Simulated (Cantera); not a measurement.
Feed: 1 mol HgO, 0.53 mol O₂, 0.82 mol H₂, held at 1.95 Torr.

Cantera equilibrium calculation (NASA polynomials, part measured and part estimated; ideal gas, pure solids and liquids). Candidate condensed phases: H₂O, Hg, HgO; 10 gas species. Kinetics and transport are ignored.

log p: log10 of the partial pressure in bar; n: condensed amount in mol.

```json
[
 {"T (K)": "475", "log p H₂O": "-2.66", "log p Hg": "-4.23", "log p O₂": "-3.46", "log p OH": "<-14", "log p O": "<-14", "log p H₂": "<-14", "n HgO(s)": "0.978"},
 {"T (K)": "525", "log p H₂O": "-3.06", "log p Hg": "-2.97", "log p O₂": "-3.18", "log p OH": "<-14", "log p O": "<-14", "log p H₂": "<-14", "n HgO(s)": "0"},
 {"T (K)": "575", "log p H₂O": "-3.06", "log p Hg": "-2.97", "log p O₂": "-3.18", "log p OH": "<-14", "log p O": "<-14", "log p H₂": "<-14", "n HgO(s)": "0"},
 {"T (K)": "625", "log p H₂O": "-3.06", "log p Hg": "-2.97", "log p O₂": "-3.18", "log p OH": "-13.67", "log p O": "<-14", "log p H₂": "<-14", "n HgO(s)": "0"},
 {"T (K)": "675", "log p H₂O": "-3.06", "log p Hg": "-2.97", "log p O₂": "-3.18", "log p OH": "-12.67", "log p O": "<-14", "log p H₂": "<-14", "n HgO(s)": "0"},
 {"T (K)": "725", "log p H₂O": "-3.06", "log p Hg": "-2.97", "log p O₂": "-3.18", "log p OH": "-11.81", "log p O": "<-14", "log p H₂": "<-14", "n HgO(s)": "0"},
 {"T (K)": "775", "log p H₂O": "-3.06", "log p Hg": "-2.97", "log p O₂": "-3.18", "log p OH": "-11.06", "log p O": "<-14", "log p H₂": "<-14", "n HgO(s)": "0"},
 {"T (K)": "825", "log p H₂O": "-3.06", "log p Hg": "-2.97", "log p O₂": "-3.18", "log p OH": "-10.39", "log p O": "-14.19", "log p H₂": "-14.27", "n HgO(s)": "0"},
 {"T (K)": "875", "log p H₂O": "-3.06", "log p Hg": "-2.97", "log p O₂": "-3.18", "log p OH": "?", "log p O": "?", "log p H₂": "?", "n HgO(s)": "0"},
 {"T (K)": "925", "log p H₂O": "-3.06", "log p Hg": "-2.97", "log p O₂": "-3.18", "log p OH": "-9.28", "log p O": "-12.46", "log p H₂": "-12.58", "n HgO(s)": "0"},
 {"T (K)": "975", "log p H₂O": "-3.06", "log p Hg": "-2.97", "log p O₂": "-3.18", "log p OH": "-8.81", "log p O": "-11.73", "log p H₂": "-11.86", "n HgO(s)": "0"},
 {"T (K)": "1025", "log p H₂O": "-3.06", "log p Hg": "-2.97", "log p O₂": "-3.18", "log p OH": "-8.39", "log p O": "-11.07", "log p H₂": "-11.21", "n HgO(s)": "0"},
 {"T (K)": "1075", "log p H₂O": "-3.06", "log p Hg": "-2.97", "log p O₂": "-3.18", "log p OH": "-8.00", "log p O": "-10.47", "log p H₂": "-10.62", "n HgO(s)": "0"}
]
```

### Question
Some entries are withheld; supply them.

### Answer

- 875, log p OH: -9.81
- 875, log p O: -13.28
- 875, log p H₂: -13.37
